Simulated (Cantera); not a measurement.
Cantera run, input and output.

```python
import numpy as np
import cantera as ct

surf = ct.Interface("diamond.yaml", "diamond_100")
gas, bulk = surf.adjacent["gas"], surf.adjacent["diamond"]
k = surf.kinetics_species_index(bulk.species_names[0])
cover = ["c6HH", "c6H*", "c6*H", "c6**", "c6HM", "c6B"]

rows, drift = [], 0.0
print(f"{'xH':>10s}{'um/h':>11s}" + "".join(f"{s:>11s}" for s in cover))
for v in [0.0001, 0.00024, 0.00059, 0.0014, 0.0035, 0.0084, 0.02, 0.049, 0.12]:
    T, P, xH, xCH3 = 1025, 20000, v, 0.00024
    gas.TPX = T, P, {"H": xH, "CH3": xCH3, "CH4": 0.012, "H2": 1 - xH - xCH3 - 0.012}
    surf.TP = bulk.TP = T, P
    surf.coverages = "c6H*:0.1, c6HH:0.9"
    surf.advance_coverages(100.0)
    before = surf.coverages
    surf.advance_coverages(100.0)
    drift = max(drift, np.max(np.abs(surf.coverages - before) / (surf.coverages + 1e-9)))
    rate = surf.net_production_rates[k] * bulk.mean_molecular_weight / bulk.density * 3.6e9
    rows.append([rate, *surf[cover].coverages])
    print(f"{v:10.4g}{rate:11.4e}" + "".join(f"{x:11.3e}" for x in rows[-1][1:]))
```

Output:

```
        xH       um/h       c6HH       c6H*       c6*H       c6**       c6HM        c6B
    0.0001 6.5734e+00  3.855e-01  1.124e-02  2.149e-01  2.503e-03  2.745e-01  1.784e-08
   0.00024 1.2100e+01  4.230e-01  1.377e-02  2.630e-01  4.749e-03  2.101e-01  3.283e-08
   0.00059 1.8454e+01  4.786e-01  1.647e-02  3.144e-01  7.404e-03  1.302e-01  5.008e-08
    0.0014 2.3235e+01  5.230e-01  1.847e-02  3.520e-01  9.432e-03  6.903e-02  6.305e-08
    0.0035 2.6198e+01  5.509e-01  1.976e-02  3.749e-01  1.070e-02  3.112e-02  7.109e-08
    0.0084 2.7590e+01  5.638e-01  2.052e-02  3.852e-01  1.131e-02  1.365e-02  7.487e-08
      0.02 2.8282e+01  5.695e-01  2.125e-02  3.893e-01  1.165e-02  5.874e-03  7.674e-08
     0.049 2.8786e+01  5.719e-01  2.256e-02  3.901e-01  1.196e-02  2.437e-03  7.811e-08
      0.12 2.9552e+01  5.727e-01  2.549e-02  3.879e-01  1.246e-02  1.018e-03  8.019e-08
```

Model: the Harris–Goodwin 1993 mechanism for the reconstructed diamond (100) surface, integrated in Cantera.
